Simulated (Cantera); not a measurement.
**Premixed flame**

A freely propagating, adiabatic, planar premixed flame of H₂ : O₂ : N₂ = 1 : 0.602 : 1.69 (molar parts), unburnt at 548 K and 0.133 bar; mixture-averaged transport, grid criteria slope 0.08 and curve 0.16, no radiation.

Model: the H2/O2 subset of GRI-Mech 3.0, which has no nitrogen chemistry, integrated in Cantera. Burning velocities carry a grid error of a few per cent, more on coarse grids.

| z (mm) | T (K) | u (m/s) | x H₂ | x O₂ | x H₂O₂ | x O | x HO₂ | x OH |
|---|---|---|---|---|---|---|---|---|
| -16.7 | 548 | 5.65 | 0.304 | 0.183 | <1e-8 | <1e-8 | <1e-8 | <1e-8 |
| -11.2 | 548 | 5.65 | 0.304 | 0.183 | <1e-8 | <1e-8 | <1e-8 | <1e-8 |
| -8.37 | 548 | 5.65 | 0.304 | 0.183 | <1e-8 | <1e-8 | <1e-8 | <1e-8 |
| -5.58 | 548 | 5.65 | 0.304 | 0.183 | <1e-8 | <1e-8 | 1.78e-7 | <1e-8 |
| -2.79 | 554 | 5.71 | 0.302 | 0.183 | 8.07e-7 | 5.55e-6 | 7.05e-5 | 2.91e-5 |
| -1.40 | 691 | 7.03 | 0.279 | 0.180 | 1.94e-6 | 0.000234 | 4.88e-5 | 0.000438 |
| 0 | 1113 | 10.9 | 0.135 | 0.129 | 1.05e-6 | 0.00959 | 2.04e-5 | 0.00404 |
| 1.40 | 1404 | 13.6 | 0.0453 | 0.0678 | 1.12e-6 | 0.0214 | 9.37e-6 | 0.0108 |
| 2.79 | 1533 | 14.8 | 0.0413 | 0.0604 | 7.73e-7 | 0.0225 | 7.09e-6 | 0.0141 |
| 5.58 | 1682 | 16.0 | 0.0420 | 0.0566 | 4.28e-7 | 0.0216 | 5.44e-6 | 0.0179 |
| 11.2 | 1848 | 17.4 | 0.0411 | 0.0527 | 2.20e-7 | 0.0193 | 4.05e-6 | 0.0218 |
| 22.3 | 2022 | 18.8 | 0.0380 | 0.0488 | 1.20e-7 | 0.0160 | 2.97e-6 | 0.0248 |
| 44.7 | 2193 | 20.1 | 0.0326 | 0.0450 | 8.20e-8 | 0.0122 | 2.43e-6 | 0.0262 |
x: mole fraction of selected species; z is measured from the peak of heat release.

```
Quantity                     Value
------------------------  --------
laminar burning velocity  565 cm/s
thermal thickness          5.58 mm
peak x(H₂O₂)               2.25e-6
peak x(O)                   0.0226
peak x(HO₂)                7.56e-5
peak x(OH)                  0.0262
```
